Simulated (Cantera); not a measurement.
## NO annealing gas

An isothermal, constant-pressure homogeneous reactor starts with 22.0 % NO, 78.0 % N2, at 1700 K and 10000 Pa.

Computed with Cantera and GRI-Mech 3.0 (53 species, 325 reactions).

```tsv
t (s)	x NO	x O	x N2	x O2	x N2O	x NO2
7.00e-6	0.220	3.02e-9	0.780	<1e-12	3.02e-9	3.45e-12
2.93e-5	0.220	1.26e-8	0.780	1.12e-12	1.26e-8	5.99e-11
0.000122	0.220	5.19e-8	0.780	1.95e-11	5.28e-8	1.04e-9
0.000512	0.220	2.05e-7	0.780	3.30e-10	2.20e-7	1.73e-8
0.00214	0.220	6.99e-7	0.780	5.28e-9	9.01e-7	2.47e-7
0.00895	0.220	1.83e-6	0.780	9.70e-8	3.48e-6	2.33e-6
0.0374	0.219	4.88e-6	0.781	3.09e-6	1.07e-5	1.18e-5
0.156	0.219	7.24e-6	0.781	5.04e-5	1.76e-5	1.98e-5
0.654	0.219	7.64e-6	0.781	0.000284	1.79e-5	2.10e-5
2.74	0.217	8.90e-6	0.782	0.00126	1.76e-5	2.50e-5
11.4	0.209	1.28e-5	0.786	0.00531	1.61e-5	3.66e-5
47.8	0.178	2.18e-5	0.801	0.0207	1.15e-5	5.60e-5
200	0.0979	3.56e-5	0.841	0.0607	3.38e-6	5.20e-5
```
x: mole fraction; the columns are a selection and need not sum to one.

Equilibrium at this temperature and pressure: NO 0.00223, O 4.69e-5, N2 0.889, O2 0.109, N2O 4.37e-8, NO2 1.58e-6 (gas phase only).
